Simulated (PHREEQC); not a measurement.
0.49 g of hydrous ferric oxide (600 m²/g; 0.2 weak and 0.005 strong sites per Fe, Dzombak-Morel constants, diffuse double layer) in 1 kg of water with 0.05 mol/kgw of an inert sodium salt, at 25 °C; the pH is set by adding NaOH or the inert anion's acid. O2 is buffered at 0.21 atm. No CO2 enters from the air. Precipitation was switched off in this run.

Equilibrium calculation in PHREEQC: ion-association model, wateq4f.dat.

| pH | surface charge σ (C/m²) | surface potential ψ (mV) |
|---|---|---|
| 4 | 0.294 | 160 |
| 4.38 | … | 152 |
| 4.75 | 0.209 | 142 |
| 5.12 | 0.168 | … |
| 5.5 | 0.130 | 118 |
| 5.88 | 0.098 | 104 |
| 6.25 | … | 89 |
| 6.62 | 0.051 | 73 |
| 7 | … | 56 |
| 7.38 | 0.021 | 37 |
| 7.75 | 0.010 | 18 |
| 8.12 | 0.000 | -1 |
| 8.5 | -0.010 | -20 |
| 8.88 | -0.022 | -39 |
| 9.25 | … | -57 |
| 9.62 | -0.052 | -74 |
| 10 | -0.074 | -90 |

What belongs in the gaps?


- 4.38, surface charge σ (C/m²): 0.253
- 5.12, surface potential ψ (mV): 131
- 6.25, surface charge σ (C/m²): 0.072
- 7, surface charge σ (C/m²): 0.034
- 9.25, surface charge σ (C/m²): -0.035
